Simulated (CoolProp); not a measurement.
The numbers come from the reference Helmholtz-energy equation of state, Platzer 1990 in CoolProp. This equation is an older, rougher fit.

Q: For c-C4F8 (RC318), give the phase and the cp (kJ/(kg K)), speed of sound (m/s), Prandtl number at 353.4 K and 0.278 MPa; 432.9 K and 0.278 MPa.

A: 
- 353.4 K and 0.278 MPa: gas; cp 0.880, speed of sound 119, Prandtl number 0.755
- 432.9 K and 0.278 MPa: gas; cp 0.973, speed of sound 134, Prandtl number 0.756

Viscosity comes from a separate model (Huber 2003), an estimate that may be off by 10 % or more. Thermal conductivity comes from a separate model (Huber 2003), an estimate that may be off by 10 % or more.
